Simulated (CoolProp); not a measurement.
Vapour-liquid equilibrium of CH2F2 (R32) (1) + fluoroethane (R161) (2) at -56.85 °C; x and y are mole fractions of (1).

Values from CoolProp's multi-fluid Helmholtz-energy mixture model, Tillner-Roth 1997 and Wu 2012; pair parameters Bell 2016.

```csv
x,bubble pressure (MPa),y at the bubble point,dew pressure at overall composition x (MPa),liquid density (mol/L)
0.05,0.04116,0.118,0.03935,17.79
0.2,0.04892,0.365,0.04351,[?]
0.35,0.05530,0.530,[?],19.25
0.5,0.06088,0.660,0.05407,[?]
0.65,0.06601,0.771,0.06044,21.01
0.8,0.07089,0.873,[?],22.03
0.95,0.07562,0.969,0.07467,23.17
```

Problem. Complete the blanks.

Solution. 
- 0.2, liquid density (mol/L): 18.49
- 0.35, dew pressure at overall composition x (MPa): 0.04840
- 0.5, liquid density (mol/L): 20.08
- 0.8, dew pressure at overall composition x (MPa): 0.06736

No azeotrope shows between x = 0.05 and 0.95.

Pair parameters are fitted to limited data, so mixtures are less certain than the pure fluids.
